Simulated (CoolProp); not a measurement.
The numbers come from the reference Helmholtz-energy equation of state, Lemmon and Jacobsen 2000 in CoolProp.

Problem. Give the vapour pressure (MPa), liquid cp (kJ/(kg K)), vapour Z, surface tension (mN/m) of saturated R143a at -37.75, 23.65 °C.

Solution. 
```json
[
 {"T (°C)": "-37.75", "p (MPa)": "0.156", "liquid cp (kJ/(kg K))": "1.35", "vapour Z": "0.935", "surface tension (mN/m)": "12.9"},
 {"T (°C)": "23.65", "p (MPa)": "1.22", "liquid cp (kJ/(kg K))": "1.66", "vapour Z": "0.748", "surface tension (mN/m)": "4.67"}
]
```

Surface tension comes from a separate correlation (Mulero 2014).
